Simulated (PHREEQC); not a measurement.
Dissolve 140 mmol/kgw H2SO4 at 25 °C. It is in equilibrium with CO2 at log p = -3.5 (atm). Otherwise closed; pH follows from the charge balance.

Model: Pitzer model, pitzer.dat, run in PHREEQC.

No solid was allowed to form.

Q: What pH, osmotic coefficient does the model give?

A: pH 0.87; osmotic coefficient 0.893.

Q: In which forms is S present?

A: HSO4- 75 %, SO4-2 25 % of the S.

Complexes and solids missing from the database can't appear.
